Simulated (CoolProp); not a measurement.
Computed with CoolProp (reference Helmholtz-energy equation of state, Thol 2021).

Q: Give the vapour pressure (MPa), vapour density (kg/m³), enthalpy of vaporisation (kJ/kg) of saturated chlorine at -29.05, -13.25, 18.45 °C.

A: 
```json
[
 {"T (°C)": "-29.05", "p (MPa)": "0.125", "vapour density (kg/m³)": "4.51", "enthalpy of vaporisation (kJ/kg)": "284"},
 {"T (°C)": "-13.25", "p (MPa)": "0.233", "vapour density (kg/m³)": "8.01", "enthalpy of vaporisation (kJ/kg)": "275"},
 {"T (°C)": "18.45", "p (MPa)": "0.647", "vapour density (kg/m³)": "20.9", "enthalpy of vaporisation (kJ/kg)": "253"}
]
```
